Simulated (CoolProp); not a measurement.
Vapour-liquid equilibrium of CH3F (R41) (1) + chloromethane (R40) (2) at -22.15 °C; x and y are mole fractions of (1).

Computed with CoolProp (multi-fluid Helmholtz-energy mixture model, Lemmon 2006 and Thol 2014; pair parameters Bell 2016).

```json
[
 {"x": "0.05", "bubble pressure (bar)": "1.613", "y at the bubble point": "0.342", "dew pressure at overall composition x (bar)": "1.150", "liquid density (mol/L)": "19.95"},
 {"x": "0.15", "bubble pressure (bar)": "2.641", "y at the bubble point": "0.628", "dew pressure at overall composition x (bar)": "1.276", "liquid density (mol/L)": "20.23"},
 {"x": "0.25", "bubble pressure (bar)": "3.647", "y at the bubble point": "0.753", "dew pressure at overall composition x (bar)": "1.432", "liquid density (mol/L)": "20.51"},
 {"x": "0.35", "bubble pressure (bar)": "4.619", "y at the bubble point": "0.824", "dew pressure at overall composition x (bar)": "1.630", "liquid density (mol/L)": "20.77"},
 {"x": "0.45", "bubble pressure (bar)": "5.554", "y at the bubble point": "0.870", "dew pressure at overall composition x (bar)": "1.892", "liquid density (mol/L)": "21.01"},
 {"x": "0.55", "bubble pressure (bar)": "6.457", "y at the bubble point": "0.903", "dew pressure at overall composition x (bar)": "2.252", "liquid density (mol/L)": "21.24"},
 {"x": "0.65", "bubble pressure (bar)": "7.341", "y at the bubble point": "0.929", "dew pressure at overall composition x (bar)": "2.778", "liquid density (mol/L)": "21.45"},
 {"x": "0.75", "bubble pressure (bar)": "8.226", "y at the bubble point": "0.951", "dew pressure at overall composition x (bar)": "3.614", "liquid density (mol/L)": "21.64"},
 {"x": "0.85", "bubble pressure (bar)": "9.137", "y at the bubble point": "0.971", "dew pressure at overall composition x (bar)": "5.116", "liquid density (mol/L)": "21.79"},
 {"x": "0.95", "bubble pressure (bar)": "10.11", "y at the bubble point": "0.990", "dew pressure at overall composition x (bar)": "8.197", "liquid density (mol/L)": "21.91"}
]
```

No azeotrope shows between x = 0.05 and 0.95.

Pair parameters are fitted to limited data, so mixtures are less certain than the pure fluids. The gap from Raoult's law changes sign with composition, which may be real or a fault of the pair parameters; it wasn't checked against measurements.
